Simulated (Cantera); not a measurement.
**Adiabatic ignition**

An adiabatic, constant-pressure homogeneous reactor starts with CH4 : CO : O2 : N2 = 1 : 0.034 : 2.08 : 18 (molar parts), at 1625 K and 0.987 atm.

Model: GRI-Mech 3.0 (53 species, 325 reactions), integrated in Cantera.

```json
[
 {"t (s)": "6.00e-6", "T (K)": "1625", "x CH4": "0.0474", "x CO": "0.00161", "x O2": "0.0985", "x H2": "4.94e-7", "x HO2": "4.40e-7", "x HCO": "1.31e-12", "x OH": "6.25e-8"},
 {"t (s)": "1.83e-5", "T (K)": "1625", "x CH4": "0.0474", "x CO": "0.00161", "x O2": "0.0985", "x H2": "1.70e-6", "x HO2": "1.24e-6", "x HCO": "1.24e-11", "x OH": "9.39e-8"},
 {"t (s)": "5.61e-5", "T (K)": "1625", "x CH4": "0.0473", "x CO": "0.00161", "x O2": "0.0985", "x H2": "6.46e-6", "x HO2": "2.93e-6", "x HCO": "1.84e-10", "x OH": "2.11e-7"},
 {"t (s)": "0.000171", "T (K)": "1625", "x CH4": "0.0471", "x CO": "0.00161", "x O2": "0.0984", "x H2": "3.98e-5", "x HO2": "4.57e-6", "x HCO": "5.38e-9", "x OH": "7.86e-7"},
 {"t (s)": "0.000524", "T (K)": "1639", "x CH4": "0.0427", "x CO": "0.00253", "x O2": "0.0957", "x H2": "0.00154", "x HO2": "3.42e-5", "x HCO": "7.34e-7", "x OH": "1.37e-5"},
 {"t (s)": "0.00160", "T (K)": "2396", "x CH4": "<1e-12", "x CO": "0.0155", "x O2": "0.0117", "x H2": "0.00652", "x HO2": "1.34e-6", "x HCO": "6.73e-9", "x OH": "0.00705"},
 {"t (s)": "0.00490", "T (K)": "2462", "x CH4": "<1e-12", "x CO": "0.0119", "x O2": "0.00904", "x H2": "0.00456", "x HO2": "1.13e-6", "x HCO": "2.61e-9", "x OH": "0.00547"},
 {"t (s)": "0.0150", "T (K)": "2460", "x CH4": "<1e-12", "x CO": "0.0119", "x O2": "0.00839", "x H2": "0.00460", "x HO2": "1.06e-6", "x HCO": "2.57e-9", "x OH": "0.00528"},
 {"t (s)": "0.0458", "T (K)": "2456", "x CH4": "<1e-12", "x CO": "0.0120", "x O2": "0.00783", "x H2": "0.00467", "x HO2": "1.00e-6", "x HCO": "2.59e-9", "x OH": "0.00513"},
 {"t (s)": "0.140", "T (K)": "2456", "x CH4": "<1e-12", "x CO": "0.0121", "x O2": "0.00776", "x H2": "0.00468", "x HO2": "9.92e-7", "x HCO": "2.60e-9", "x OH": "0.00511"},
 {"t (s)": "0.428", "T (K)": "2456", "x CH4": "<1e-12", "x CO": "0.0121", "x O2": "0.00776", "x H2": "0.00468", "x HO2": "9.92e-7", "x HCO": "2.60e-9", "x OH": "0.00511"},
 {"t (s)": "1.31", "T (K)": "2456", "x CH4": "<1e-12", "x CO": "0.0121", "x O2": "0.00776", "x H2": "0.00468", "x HO2": "9.92e-7", "x HCO": "2.60e-9", "x OH": "0.00511"},
 {"t (s)": "4.00", "T (K)": "2456", "x CH4": "<1e-12", "x CO": "0.0121", "x O2": "0.00776", "x H2": "0.00468", "x HO2": "9.92e-7", "x HCO": "2.60e-9", "x OH": "0.00511"}
]
```
x: mole fraction; the columns are a selection and need not sum to one.

```json
{
  "time_of_steepest_temperature_rise": "0.709 ms",
  "temperature at 4.00 s": "2456 K",
  "equilibrium_temperature": "2456 K",
  "x(CH4) at 4.00 s": "<1e-12 (gas-phase equilibrium <1e-12)",
  "x(CO) at 4.00 s": "0.0121 (gas-phase equilibrium 0.0121)",
  "x(O2) at 4.00 s": "0.00776 (gas-phase equilibrium 0.00776)"
}
```
